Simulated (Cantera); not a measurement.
# Abatement and gas-phase synthesis: N2O + H2O + N2

Feed: 1 mol N2O, 0.12 mol H2O, 0.3 mol N2, equilibrated at 7.50 Torr.

These are equilibrium values from Cantera (NASA tables, ideal gas, pure condensed phases), not measurements of a reactor. Candidate condensed phases: H2O; 24 gas species. Kinetics and transport are ignored.

```tsv
T (K)	log p N2	log p O2	log p H2O	log p NO	log p OH	log p O	log p H2	log p H
525	-2.17	-2.58	-3.20	-10.81	<-14	<-14	<-14	<-14
625	-2.17	-2.58	-3.20	-9.35	-13.60	<-14	<-14	<-14
725	-2.17	-2.58	-3.20	-8.30	-11.73	<-14	<-14	<-14
825	-2.17	-2.58	-3.20	-7.50	-10.32	-13.89	<-14	<-14
925	-2.17	-2.58	-3.20	-6.88	-9.21	-12.17	-13.02	<-14
1025	-2.17	-2.58	-3.20	-6.37	-8.31	-10.77	-11.65	<-14
1125	-2.17	-2.58	-3.20	-5.96	-7.57	-9.63	-10.53	-12.62
1225	-2.17	-2.58	-3.20	-5.61	-6.96	-8.67	-9.59	-11.30
1325	-2.17	-2.58	-3.20	-5.32	-6.43	-7.85	-8.78	-10.18
1425	-2.17	-2.59	-3.20	-5.07	-5.98	-7.15	-8.09	-9.21
1525	-2.17	-2.59	-3.21	-4.85	-5.59	-6.54	-7.49	-8.37
1625	-2.17	-2.59	-3.21	-4.65	-5.25	-6.00	-6.97	-7.63
1725	-2.17	-2.59	-3.21	-4.49	-4.95	-5.53	-6.50	-6.98
1825	-2.17	-2.59	-3.21	-4.33	-4.68	-5.11	-6.09	-6.40
```
log p: log10 of the partial pressure in bar; nothing condenses.

From 525 K to 1825 K nothing is condensed.
